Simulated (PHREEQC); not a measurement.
# Buffer: an equilibrium model

Dissolve 0.0065 mol H3BO3, 0.000405 mol NaOH and 0.00028 mol KCl per kg of water at 25 °C. Closed to the air; pH follows from the charge balance.

The numbers come from PHREEQC with the ion-association model, wateq4f.dat.

Precipitation was switched off in this run.

**Question.** Predict the pH.

**Answer.** pH 8.05.

**Question.** In which forms is B present?

**Answer.** H3BO3 94 %, H2BO3- 6.2 % of the B.

Complexes and solids missing from the database can't appear.
